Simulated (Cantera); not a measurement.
Input: 1 mol CaO, 11 mol HCl, at 723.15 K and 0.000120 bar.

Cantera equilibrium calculation (NASA polynomials, part measured and part estimated; ideal gas, pure solids and liquids). Candidate condensed phases: Ca, CaCl2, CaO, Ca(OH)2, H2O; 21 gas species. Condensed phases not in the tables: oxide chlorides. The numbers say what is thermodynamically allowed, not how fast it happens.

Task: What is the equilibrium state?

Result: 
```
Quantity                                  Result
-------------------------------------  ---------
x(HCl)                                     0.900
x(H2O)                                     0.100
n(CaCl2(s))                             1.00 mol
gas amount                             10.00 mol
log10 activity of Ca(OH)2(s) (absent)     -10.89
log10 activity of Ca(s) (absent)          -38.11
```
